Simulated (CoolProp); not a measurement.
o-xylene along the isobar 55.4 bar: fugacity coefficient from the reference equation and from simpler models built on Tc = 630.3 K, pc = 37.37 bar, ω = 0.312; each cubic takes its own stable root.

Values from CoolProp's reference Helmholtz-energy equation of state, Zhou 2012.

```json
[
 {"T (K)": "359.9", "phase": "liquid", "reference": "0.003711", "Redlich-Kwong": "0.01041", "Soave-Redlich-Kwong": "0.003724", "Peng-Robinson": "0.003753"},
 {"T (K)": "376", "phase": "liquid", "reference": "0.006507", "Redlich-Kwong": "0.01653", "Soave-Redlich-Kwong": "0.006583", "Peng-Robinson": "0.006560"},
 {"T (K)": "392.2", "phase": "liquid", "reference": "0.01081", "Redlich-Kwong": "0.02503", "Soave-Redlich-Kwong": "0.01102", "Peng-Robinson": "0.01088"},
 {"T (K)": "408.3", "phase": "liquid", "reference": "0.01702", "Redlich-Kwong": "0.03619", "Soave-Redlich-Kwong": "0.01749", "Peng-Robinson": "0.01714"},
 {"T (K)": "424.4", "phase": "liquid", "reference": "0.02567", "Redlich-Kwong": "0.05042", "Soave-Redlich-Kwong": "(withheld)", "Peng-Robinson": "0.02587"},
 {"T (K)": "440.5", "phase": "liquid", "reference": "0.03725", "Redlich-Kwong": "0.06797", "Soave-Redlich-Kwong": "0.03880", "Peng-Robinson": "0.03760"},
 {"T (K)": "456.7", "phase": "liquid", "reference": "0.05234", "Redlich-Kwong": "0.08918", "Soave-Redlich-Kwong": "0.05483", "Peng-Robinson": "0.05292"},
 {"T (K)": "472.8", "phase": "liquid", "reference": "0.07118", "Redlich-Kwong": "0.1139", "Soave-Redlich-Kwong": "0.07496", "Peng-Robinson": "0.07211"},
 {"T (K)": "488.9", "phase": "liquid", "reference": "(withheld)", "Redlich-Kwong": "0.1421", "Soave-Redlich-Kwong": "0.09963", "Peng-Robinson": "0.09561"},
 {"T (K)": "505", "phase": "liquid", "reference": "0.1216", "Redlich-Kwong": "0.1738", "Soave-Redlich-Kwong": "0.1291", "Peng-Robinson": "0.1237"},
 {"T (K)": "521.2", "phase": "liquid", "reference": "0.1538", "Redlich-Kwong": "0.2090", "Soave-Redlich-Kwong": "0.1638", "Peng-Robinson": "0.1567"},
 {"T (K)": "537.3", "phase": "liquid", "reference": "0.1902", "Redlich-Kwong": "0.2469", "Soave-Redlich-Kwong": "0.2031", "Peng-Robinson": "0.1941"},
 {"T (K)": "553.4", "phase": "liquid", "reference": "0.2311", "Redlich-Kwong": "0.2874", "Soave-Redlich-Kwong": "0.2470", "Peng-Robinson": "0.2359"},
 {"T (K)": "569.6", "phase": "liquid", "reference": "(withheld)", "Redlich-Kwong": "0.3302", "Soave-Redlich-Kwong": "0.2953", "Peng-Robinson": "0.2820"},
 {"T (K)": "585.7", "phase": "liquid", "reference": "0.3244", "Redlich-Kwong": "0.3743", "Soave-Redlich-Kwong": "0.3468", "Peng-Robinson": "0.3313"}
]
```

Some entries are withheld; supply them.


- 424.4, Soave-Redlich-Kwong: 0.02656
- 488.9, reference: 0.09419
- 569.6, reference: 0.2761
